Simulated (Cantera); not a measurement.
Feed: 1 mol SiCl₄, 2.5 mol HCl, 4.3 mol H₂, equilibrated at 1 atm.

Method: chemical equilibrium by Gibbs-energy minimisation in Cantera with the NASA 1993 tables (ideal gas, pure condensed phases). Candidate condensed phases: Si; 19 gas species. The tables' values for SiCl₃ are old estimates; treat these amounts as uncertain. Kinetics and transport are ignored. All values below are at 1273 K.

Base state: H₂ 0.541, HCl 0.331, SiCl₄ 0.117, SiHCl₃ 0.00763, SiCl₃ 0.00279, SiCl₂ 0.000437, SiH₂Cl₂ 6.89e-5 (mole fractions); condensed: gas only.

Problem. What changes in the equilibrium state with this change: H₂ from 4.3 to 0.2 mol?

Solution. 
```json
[
 {"species": "HCl", "before": "0.331", "after": "0.677"},
 {"species": "SiCl₄", "before": "0.117", "after": "0.268"},
 {"species": "H₂", "before": "0.541", "after": "0.0527"},
 {"species": "SiH₂Cl₂", "before": "6.89e-5", "after": "3.59e-7"},
 {"species": "SiCl₂", "before": "0.000437", "after": "2.34e-5"},
 {"species": "SiHCl₃", "before": "0.00763", "after": "0.000834"}
]
```
